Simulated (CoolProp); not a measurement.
Values from CoolProp's reference Helmholtz-energy equation of state, Thol 2022.

For vinyl chloride, give the phase and the Z, isothermal compressibility (1/MPa), expansivity (1/kK), fugacity coefficient at 397 K and 730 kPa.


- 397 K and 730 kPa: gas; Z 0.945, isothermal compressibility 1.45, expansivity 3.02, fugacity coefficient 0.948
